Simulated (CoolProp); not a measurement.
Vapour-liquid equilibrium of CH2F2 (R32) (1) + R143a (2) at 0.213 MPa; x and y are mole fractions of (1).

Values from CoolProp's multi-fluid Helmholtz-energy mixture model, Tillner-Roth 1997 and Lemmon and Jacobsen 2000; pair parameters Bell 2016.

```json
[
 {"x": "0.05", "bubble temperature, mixture model (K)": "242.0", "bubble temperature, Raoult's law (K)": "242.6", "y, mixture model": "0.081", "y, Raoult's law": "0.063"},
 {"x": "0.2", "bubble temperature, mixture model (K)": "239.9", "bubble temperature, Raoult's law (K)": "241.6", "y, mixture model": "0.278", "y, Raoult's law": "0.241"},
 {"x": "0.35", "bubble temperature, mixture model (K)": "238.4", "bubble temperature, Raoult's law (K)": "240.7", "y, mixture model": "0.431", "y, Raoult's law": "0.406"},
 {"x": "0.5", "bubble temperature, mixture model (K)": "237.5", "bubble temperature, Raoult's law (K)": "239.9", "y, mixture model": "0.559", "y, Raoult's law": "0.559"},
 {"x": "0.65", "bubble temperature, mixture model (K)": "236.9", "bubble temperature, Raoult's law (K)": "239.0", "y, mixture model": "0.677", "y, Raoult's law": "0.702"},
 {"x": "0.8", "bubble temperature, mixture model (K)": "236.8", "bubble temperature, Raoult's law (K)": "238.2", "y, mixture model": "0.799", "y, Raoult's law": "0.835"},
 {"x": "0.95", "bubble temperature, mixture model (K)": "237.0", "bubble temperature, Raoult's law (K)": "237.5", "y, mixture model": "0.942", "y, Raoult's law": "0.960"}
]
```

The largest gap from Raoult's law is -2.4 K in bubble temperature, at x = 0.5. y crosses x between x = 0.65 and 0.8: the model has an azeotrope there.

Pair parameters are fitted to limited data, so mixtures are less certain than the pure fluids.
